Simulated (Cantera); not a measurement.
A freely propagating, adiabatic, planar premixed flame of CH₄ : O₂ : N₂ = 1 : 2.44 : 9.17 (molar parts), unburnt at 500 K and 2.27 atm; mixture-averaged transport, grid criteria slope 0.08 and curve 0.16, no radiation.

Cantera simulation using GRI-Mech 3.0 (53 species, 325 reactions); the numbers are that mechanism's predictions, not measurements. Burning velocities carry a grid error of a few per cent, more on coarse grids.

**Question.** What does this change do: CH4 1 to 0.78 parts?

**Answer.** 
```
quantity                     before      after
------------------------  ---------  ---------
laminar burning velocity  55.3 cm/s  31.4 cm/s
thermal thickness          0.218 mm   0.318 mm
peak x(CH₂O)                0.00114   0.000970
peak x(CH₃)                 0.00133   0.000598
peak x(C₂H)                 6.37e-8      <1e-8
```

**Question.** What does this change do: O2 2.44 to 1.9 parts?

**Answer.** 
```csv
quantity,before,after
laminar burning velocity,55.3 cm/s,40.9 cm/s
thermal thickness,0.218 mm,0.282 mm
peak x(CH₂O),0.00114,0.000955
peak x(CH₃),0.00133,0.00146
peak x(C₂H),6.37e-8,1.90e-7
```

**Question.** What does this change do: 0.42 parts H2O added?

**Answer.** 
```json
[
 {"quantity": "laminar burning velocity", "before": "55.3 cm/s", "after": "47.5 cm/s"},
 {"quantity": "thermal thickness", "before": "0.218 mm", "after": "0.246 mm"},
 {"quantity": "peak x(CH₂O)", "before": "0.00114", "after": "0.00112"},
 {"quantity": "peak x(CH₃)", "before": "0.00133", "after": "0.00117"},
 {"quantity": "peak x(C₂H)", "before": "6.37e-8", "after": "5.48e-8"}
]
```
